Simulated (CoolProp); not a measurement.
A closed Brayton cycle with nitrogen: compressor inlet 324.15 K and 3.2 MPa, high pressure 8.91 MPa, turbine inlet 965 K, compressor efficiency 0.89, turbine efficiency 0.93, recuperator effectiveness 0 (on enthalpy, no pinch check). Each further row changes one setting.

Values from CoolProp's reference Helmholtz-energy equation of state, Span 2000.

| case | thermal efficiency (%) | net work (kJ/kg) | compressor to turbine work | compressor exit (K) | turbine exit (K) |
|---|---|---|---|---|---|
| as stated | 19.6 | 114 | 0.54 | 449.1 | 754.0 |
| turbine inlet 915 K | 19.3 | ? | 0.57 | 449.1 | 713.2 |
| compressor inlet 334.15 K | 19.4 | 109 | 0.55 | ? | 754.0 |
| high pressure 7.57 MPa | 17.0 | ? | ? | ? | 784.5 |
| recuperator effectiveness 0.5 | 27.5 | 114 | 0.54 | 449.1 | 754.0 |

### Question
Some entries are withheld; supply them.

### Answer

- turbine inlet 915 K, net work (kJ/kg): 101
- compressor inlet 334.15 K, compressor exit (K): 462.8
- high pressure 7.57 MPa, net work (kJ/kg): 102
- high pressure 7.57 MPa, compressor to turbine work: 0.51
- high pressure 7.57 MPa, compressor exit (K): 426.7
